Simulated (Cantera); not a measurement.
What does this Cantera script print?

```python
import numpy as np
import cantera as ct

gas = ct.Solution("gri30.yaml")
gas.TPX = 625, 78000, {'CO': 1, 'H2': 0.24, 'O2': 0.66, 'N2': 2.48}
flame = ct.FreeFlame(gas, width=0.048)
flame.set_refine_criteria(ratio=3, slope=0.08, curve=0.16)
flame.transport_model = "mixture-averaged"
flame.solve(loglevel=0, auto=True)
z, T = flame.grid, flame.T
thick = (T[-1] - T[0]) / np.gradient(T, z).max()
show = ['CO', 'H2', 'O2', 'O', 'NO', 'H2O2']
print(f"laminar burning velocity  {flame.velocity[0] * 100:.3f} cm/s")
print(f"burnt temperature         {T[-1]:.1f} K")
print(f"thermal thickness         {thick * 1e3:.4f} mm")
print(f"grid points               {len(z)}")
z0 = z[flame.heat_release_rate.argmax()]
print(f"{'z/mm':>9s}{'T/K':>9s}{'u/(m/s)':>9s}" + "".join(f"{s:>11s}" for s in show))
rows = []
for k in (-3, -2, -1.5, -1, -0.5, -0.25, 0, 0.25, 0.5, 1, 2, 4, 8):
    zz = z0 + k * thick
    rows.append([k * thick, np.interp(zz, z, T), np.interp(zz, z, flame.velocity),
                 *(np.interp(zz, z, flame.X[gas.species_index(s)]) for s in show)])
    print(f"{rows[-1][0] * 1e3:9.3f}{rows[-1][1]:9.1f}{rows[-1][2]:9.3f}" + "".join(f"{x:11.3e}" for x in rows[-1][3:]))
```

It prints:

```
laminar burning velocity  248.678 cm/s
burnt temperature         2458.9 K
thermal thickness         1.0396 mm
grid points               156
     z/mm      T/K  u/(m/s)         CO         H2         O2          O         NO       H2O2
   -3.119    625.0    2.487  2.283e-01  5.479e-02  1.507e-01  2.502e-15  2.155e-16  1.114e-14
   -2.079    625.0    2.487  2.283e-01  5.479e-02  1.507e-01  1.438e-13  2.645e-16  1.798e-12
   -1.559    625.0    2.487  2.283e-01  5.477e-02  1.507e-01  6.758e-12  1.088e-15  3.153e-11
   -1.040    625.0    2.486  2.284e-01  5.462e-02  1.507e-01  8.004e-10  5.490e-14  1.946e-09
   -0.520    628.7    2.495  2.288e-01  5.215e-02  1.510e-01  1.097e-06  9.506e-11  2.111e-06
   -0.260    761.1    2.992  2.252e-01  4.175e-02  1.472e-01  1.590e-04  2.654e-08  1.350e-05
    0.000   1186.6    4.583  1.938e-01  1.647e-02  1.171e-01  6.080e-03  1.318e-06  3.006e-06
    0.260   1509.8    5.714  1.417e-01  5.413e-03  7.801e-02  1.684e-02  8.268e-06  9.574e-07
    0.520   1684.0    6.270  1.098e-01  5.393e-03  6.160e-02  1.881e-02  1.808e-05  4.743e-07
    1.040   1856.1    6.812  9.188e-02  5.559e-03  5.299e-02  1.636e-02  3.445e-05  2.390e-07
    2.079   2016.6    7.320  8.370e-02  4.827e-03  4.882e-02  1.199e-02  5.708e-05  1.279e-07
    4.158   2162.2    7.765  7.375e-02  3.887e-03  4.422e-02  8.168e-03  9.875e-05  7.638e-08
    8.316   2288.7    8.140  6.253e-02  3.024e-03  3.915e-02  5.362e-03  2.023e-04  5.352e-08
```

Computed with Cantera and GRI-Mech 3.0 (53 species, 325 reactions). Burning velocities carry a grid error of a few per cent, more on coarse grids.
